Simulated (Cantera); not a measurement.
Cantera run:

```python
import numpy as np
import cantera as ct

gas_names = """
    N NO NO2 NO3 N2 N2O O O2 O3 Si SiN SiO SiO2 Si2 Si2N Si3
""".split()
cond_names = """
    Si(cr) Si(L) SiO2(Lqz) SiO2(hqz) SiO2(L) Si2N2O(s) Si3N4(a)
""".split()


# ... load() reads the species with a 1 bar reference pressure and builds the phases ...
atoms = {
    'Si3N4': {'Si': 3, 'N': 4},
    'O2': {'O': 2},
    'N2': {'N': 2},
}
top_T = {'Si2N2O(s)': 2100, 'Si3N4(a)': 2400}  # K; cautious upper limits of use, not melting points


# ... equilibrate(T, P, feed) seeds the gas with the atoms and calls Mixture.equilibrate('TP', solver="vcs", rtol=1e-11, max_steps=5000) ...
results = []
feed = {'Si3N4': 1, 'O2': 0.0027, 'N2': 8.3}  # mol
T = 1050  # K
P = 13332.2  # Pa
mix = equilibrate(T, P, feed)
results.append((T, P, feed, dict(zip(mix.species_names, mix.species_moles))))
x = sorted(zip(gas.X, gas.species_names), reverse=True)
print(f"T = {T:g} K  P = {P:g} Pa  gas = {mix.phase_moles(0):.4g} mol")
print("   x: " + "  ".join(f"{s} {v:.3e}" for v, s in x if v > 1e-06))
print("   condensed (mol): " + ("  ".join(f"{mix.phase(i).name} {mix.phase_moles(i):.4g}"
      for i in range(1, mix.n_phases) if mix.phase_moles(i) > 1e-12) or "none"))
```

It prints:

```
T = 1050 K  P = 13332.2 Pa  gas = 8.302 mol
   x: N2 1.000e+00
   condensed (mol): Si2N2O(s) 0.0054  Si3N4(a) 0.9964
```

Method: chemical equilibrium by Gibbs-energy minimisation in Cantera with the NASA 1993 tables (ideal gas, pure condensed phases). Mutual solubility and eutectic melting of coexisting phases are not modelled.
